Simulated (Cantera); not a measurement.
An adiabatic, constant-pressure homogeneous reactor starts with H2 : O2 : N2 : H2O = 1 : 0.649 : 2.44 : 0.099 (molar parts), at 1648 K and 19500 Torr. Integrator tolerance rtol = 1e-08.

Model: GRI-Mech 3.0 (53 species, 325 reactions), integrated in Cantera. The hydrogen kinetics of GRI-Mech 3.0 are dated; newer H2 mechanisms differ, most at raised pressure. The pressure lies above the range GRI-Mech 3.0 was tuned for (to about 10 atm). Above 3000 K some thermodynamic fits are extrapolated.

**Question.** What does this change do: N2 2.44 to 3.3 parts?

**Answer.** 
```csv
quantity,before,after
time of steepest temperature rise,0.442 µs,0.528 µs
temperature at 0.100 s,3008 K,2849 K
equilibrium temperature,3008 K,2849 K
x(H2) at 0.100 s,0.0137 (gas-phase equilibrium 0.0137),0.00729 (gas-phase equilibrium 0.00729)
x(O2) at 0.100 s,0.0310 (gas-phase equilibrium 0.0310),0.0253 (gas-phase equilibrium 0.0253)
x(H2O) at 0.100 s,0.265 (gas-phase equilibrium 0.265),0.224 (gas-phase equilibrium 0.224)
x(HO2) at 0.100 s,3.76e-5 (gas-phase equilibrium 3.76e-5),2.19e-5 (gas-phase equilibrium 2.19e-5)
x(O) at 0.100 s,0.00404 (gas-phase equilibrium 0.00404),0.00206 (gas-phase equilibrium 0.00206)
x(NO) at 0.100 s,0.0168 (gas-phase equilibrium 0.0168),0.0130 (gas-phase equilibrium 0.0130)
```

**Question.** What does this change do: pressure from 19500 Torr to 735 Torr?

**Answer.** 
| quantity | before | after |
|---|---|---|
| time of steepest temperature rise | 0.442 µs | 9.00 µs |
| temperature at 0.100 s | 3008 K | 2786 K |
| equilibrium temperature | 3008 K | 2786 K |
| x(H2) at 0.100 s | 0.0137 (gas-phase equilibrium 0.0137) | 0.0264 (gas-phase equilibrium 0.0264) |
| x(O2) at 0.100 s | 0.0310 (gas-phase equilibrium 0.0310) | 0.0357 (gas-phase equilibrium 0.0357) |
| x(H2O) at 0.100 s | 0.265 (gas-phase equilibrium 0.265) | 0.238 (gas-phase equilibrium 0.238) |
| x(HO2) at 0.100 s | 3.76e-5 (gas-phase equilibrium 3.76e-5) | 1.13e-5 (gas-phase equilibrium 1.13e-5) |
| x(O) at 0.100 s | 0.00404 (gas-phase equilibrium 0.00404) | 0.00987 (gas-phase equilibrium 0.00987) |
| x(NO) at 0.100 s | 0.0168 (gas-phase equilibrium 0.0168) | 0.0134 (gas-phase equilibrium 0.0134) |
